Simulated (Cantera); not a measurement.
A Cantera script and what it prints.

```python
import numpy as np
import cantera as ct

gas_names = """
    AL ALCL ALCL2 ALCL3 ALN ALO ALOCL ALO2 AL2 AL2CL6 AL2O AL2O2 CL CLO CL2 N NO NO2 NO3 N2 N2O O O2 O3
""".split()
cond_names = """
    AL(cr) AL(L) ALCL3(s) ALCL3(L) ALN(s) AL2O3(a) AL2O3(L)
""".split()


def load(file, names, dense=False):
    # The tables refer to 1 bar. Condensed volumes are neglected.
    table = {s.name: s for s in ct.Species.list_from_file(file)}
    out = []
    for n in names:
        d = dict(table[n].input_data)
        d["thermo"] = dict(d["thermo"], **{"reference-pressure": 1e5})
        if dense:
            d["equation-of-state"] = {"model": "constant-volume", "density": "1e6 g/cm^3"}
        out.append(ct.Species.from_dict(d))
    return out


gas = ct.Solution(thermo="ideal-gas", species=load("nasa_gas.yaml", gas_names))
cond = {s.name: ct.Solution(thermo="fixed-stoichiometry", species=[s], name=s.name)
        for s in load("nasa_condensed.yaml", cond_names, dense=True)}
atoms = {
    'AlCl3': {'AL': 1, 'CL': 3},
    'O2': {'O': 2},
    'N2': {'N': 2},
}
top_T = {'ALN(s)': 2750}  # K; cautious upper limits of use, not melting points


def equilibrate(T, P, feed):
    n = {}
    for name, mol in feed.items():
        for a, k in atoms[name].items():
            n[a] = n.get(a, 0.0) + k * mol
    gas.TPX = T, P, n
    mass = sum(n.values()) * gas.mean_molecular_weight
    gas.equilibrate("TP")
    valid = [c for c in cond.values() if c.min_temp <= T <= top_T.get(c.name, c.max_temp)]
    mix = ct.Mixture([(gas, mass / gas.mean_molecular_weight)] + [(c, 0.0) for c in valid])
    mix.T, mix.P = T, P
    mix.equilibrate("TP", solver="vcs", rtol=1e-11, max_steps=5000)
    return mix


results = []
feed = {'AlCl3': 1, 'O2': 12, 'N2': 930}  # mol
T = 2273  # K
P = 133.322  # Pa
mix = equilibrate(T, P, feed)
results.append((T, P, feed, dict(zip(mix.species_names, mix.species_moles))))
print(gas.report(threshold=1e-06))
for i in range(1, mix.n_phases):
    print(f"{mix.phase(i).name:16s} {mix.phase_moles(i):12.5e} mol")
```

Output:

```
       temperature   2273 K
          pressure   133.32 Pa
           density   0.00019725 kg/m^3
  mean mol. weight   27.96 kg/kmol
   phase of matter   gas

                          1 kg             1 kmol
                     ---------------   ---------------
          enthalpy        2.4531e+06         6.859e+07  J
   internal energy        1.7772e+06        4.9691e+07  J
           entropy             11171        3.1234e+05  J/K
    Gibbs function       -2.2938e+07       -6.4136e+08  J
 heat capacity c_p              1297             36266  J/K
 heat capacity c_v            999.67             27951  J/K

                      mass frac. Y      mole frac. X     chem. pot. / RT
                     ---------------   ---------------   ---------------
                AL        3.4945e-06        3.6213e-06           -24.427
              ALCL        2.2754e-05        1.0191e-05           -53.386
               ALO        3.7316e-05        2.4275e-05           -44.909
             ALOCL        5.3774e-05         1.917e-05           -73.869
                CL         0.0039725         0.0031332           -28.959
                NO         0.0029959         0.0027917           -37.493
                N2           0.98091           0.97904           -34.021
                 O         0.0051404         0.0089837           -20.482
                O2         0.0068591         0.0059936           -40.964
     [  +15 minor]        1.1593e-06        1.1396e-06

AL(L)             0.00000e+00 mol
ALCL3(L)          0.00000e+00 mol
ALN(s)            0.00000e+00 mol
AL2O3(a)          4.72704e-01 mol
```

These are equilibrium values from Cantera (NASA tables, ideal gas, pure condensed phases), not measurements of a reactor.
